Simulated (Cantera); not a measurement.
An isothermal, constant-pressure homogeneous reactor starts with NH₃ : N₂ = 1 : 0.11 (molar parts), at 1723 K and 180 Torr.

Model: the gas-phase N/H chemistry of the illustrative SiF4/NH3 mechanism in the Surface Chemkin manual (1991), integrated in Cantera. Walls and surfaces, which speed up NH3 decomposition in real reactors, are not modelled.

Q: Predict: x(NH₃) at 20.0 s; x(N) at 20.0 s; x(H₂) at 20.0 s; x(NH) at 20.0 s; x(NH₂) at 20.0 s; x(N₂H₂) at 20.0 s; x(N₂) at 20.0 s.

A: 
```json
{
  "x(NH₃) at 20.0 s": "0.0282 (gas-phase equilibrium 2.64e-6)",
  "x(N) at 20.0 s": "3.56e-8 (gas-phase equilibrium 9.56e-12)",
  "x(H₂) at 20.0 s": "0.688 (gas-phase equilibrium 0.711)",
  "x(NH) at 20.0 s": "4.00e-7 (gas-phase equilibrium 7.52e-11)",
  "x(NH₂) at 20.0 s": "2.28e-5 (gas-phase equilibrium 3.02e-9)",
  "x(N₂H₂) at 20.0 s": "1.36e-8 (gas-phase equilibrium <1e-12)",
  "x(N₂) at 20.0 s": "0.283 (gas-phase equilibrium 0.289)"
}
```
